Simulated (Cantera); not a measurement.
Transport properties of process gases

Gas mixture: H2O : C2H4 : NH3 : CO = 0.75 : 0.48 : 0.99 : 0.68 (molar parts), at 1.01 bar, frozen composition.

Cantera's kinetic-theory transport with the Lennard-Jones parameters of GRI-Mech 3.0, ideal gas; thermal conductivity in the mixture-averaged form. Polar gases are described roughly by these parameters. The composition is frozen, though it would react at the higher temperatures.

```json
[
 {"T (K)": "400", "ρ (kg/m³)": "0.661", "cp (J/kg/K)": "1737", "μ (µPa s)": "15.7", "λ (mW/m/K)": "37.4", "Pr": "0.729", "D (cm²/s) H": "1.99", "D (cm²/s) CH3": "0.370", "D (cm²/s) N2": "0.352"},
 {"T (K)": "550", "ρ (kg/m³)": "0.480", "cp (J/kg/K)": "1949", "μ (µPa s)": "21.0", "λ (mW/m/K)": "55.4", "Pr": "0.739", "D (cm²/s) H": "3.56", "D (cm²/s) CH3": "0.663", "D (cm²/s) N2": "0.625"},
 {"T (K)": "700", "ρ (kg/m³)": "0.378", "cp (J/kg/K)": "2143", "μ (µPa s)": "26.0", "λ (mW/m/K)": "74.6", "Pr": "0.747", "D (cm²/s) H": "5.47", "D (cm²/s) CH3": "1.02", "D (cm²/s) N2": "0.955"},
 {"T (K)": "850", "ρ (kg/m³)": "0.311", "cp (J/kg/K)": "2305", "μ (µPa s)": "30.7", "λ (mW/m/K)": "94.3", "Pr": "0.749", "D (cm²/s) H": "7.68", "D (cm²/s) CH3": "1.43", "D (cm²/s) N2": "1.34"},
 {"T (K)": "1000", "ρ (kg/m³)": "0.264", "cp (J/kg/K)": "2459", "μ (µPa s)": "35.1", "λ (mW/m/K)": "114", "Pr": "0.755", "D (cm²/s) H": "10.2", "D (cm²/s) CH3": "1.89", "D (cm²/s) N2": "1.76"},
 {"T (K)": "1150", "ρ (kg/m³)": "0.230", "cp (J/kg/K)": "2589", "μ (µPa s)": "39.2", "λ (mW/m/K)": "134", "Pr": "0.758", "D (cm²/s) H": "12.9", "D (cm²/s) CH3": "2.40", "D (cm²/s) N2": "2.24"},
 {"T (K)": "1300", "ρ (kg/m³)": "0.203", "cp (J/kg/K)": "2702", "μ (µPa s)": "43.2", "λ (mW/m/K)": "154", "Pr": "0.760", "D (cm²/s) H": "15.9", "D (cm²/s) CH3": "2.96", "D (cm²/s) N2": "2.75"},
 {"T (K)": "1450", "ρ (kg/m³)": "0.182", "cp (J/kg/K)": "2801", "μ (µPa s)": "47.0", "λ (mW/m/K)": "173", "Pr": "0.762", "D (cm²/s) H": "19.1", "D (cm²/s) CH3": "3.56", "D (cm²/s) N2": "3.30"},
 {"T (K)": "1600", "ρ (kg/m³)": "0.165", "cp (J/kg/K)": "2886", "μ (µPa s)": "50.6", "λ (mW/m/K)": "191", "Pr": "0.763", "D (cm²/s) H": "22.6", "D (cm²/s) CH3": "4.20", "D (cm²/s) N2": "3.90"}
]
```
D: mixture-averaged diffusion coefficient of that species in the mixture.
